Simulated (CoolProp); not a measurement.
A single-stage vapour-compression cycle with carbonyl sulfide: evaporating at 206.15 K (dew point), condensing at 230.15 K (bubble point), superheat 8 K, subcooling 8 K, compressor efficiency 0.65, no pressure losses. Each further row changes one setting.

The numbers come from the reference Helmholtz-energy equation of state, Lemmon 2006 in CoolProp. It is a short technical equation, of lower accuracy than the large ones.

```
case                              cooling COP  pressure ratio  discharge temperature (K)  refrigerating effect (kJ/kg)  volumetric capacity (kJ/m³)
--------------------------------  -----------  --------------  -------------------------  ----------------------------  ---------------------------
as stated                                5.09            3.23                      306.7                           306                          452
evaporating temperature 211.15 K         6.74            2.47                      290.3                           309                          585
condensing temperature 225.15 K          6.56            2.59                      288.4                           312                          461
subcooling 13 K                          5.19            3.23                      306.7                           312                          461
superheat 18 K                           4.97            3.23                      319.4                           312                          440
compressor efficiency 0.55               4.31            3.23                      322.0                           306                          452
```
